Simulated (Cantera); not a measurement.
## Low-pressure radical oxidation in H2/O2

An isothermal, constant-pressure homogeneous reactor starts with 6.37 % H₂, 93.6 % O₂, at 1300 K and 170 Pa.

Cantera simulation using the H2/O2 subset of GRI-Mech 3.0, which has no nitrogen chemistry; the numbers are that mechanism's predictions, not measurements. Radical loss at walls, strong at low pressure, is not modelled. The temperature is held fixed by assumption; the heat of reaction is taken as removed at once.

```
t (s)         x H₂   x O₂       x H      x OH       x O
--------  --------  -----  --------  --------  --------
0.000800    0.0637  0.936   2.27e-8   2.45e-8   3.03e-8
0.00232     0.0637  0.936   2.24e-7   3.08e-7   4.15e-7
0.00673     0.0632  0.936  0.000106  0.000149  0.000203
0.0195     0.00146  0.885    0.0108   0.00589    0.0429
0.0566     0.00130  0.885    0.0103   0.00564    0.0429
0.164      0.00126  0.887   0.00971   0.00555    0.0413
0.476      0.00114  0.892   0.00824   0.00531    0.0369
1.38      0.000864  0.904   0.00522   0.00465    0.0270
4.00      0.000421  0.920   0.00169   0.00327    0.0126
```
x: mole fraction; the columns are a selection and need not sum to one.

Equilibrium at this temperature and pressure: H₂ 1.44e-7, O₂ 0.934, H 1.03e-8, OH 6.11e-5, O 4.17e-6 (gas phase only).
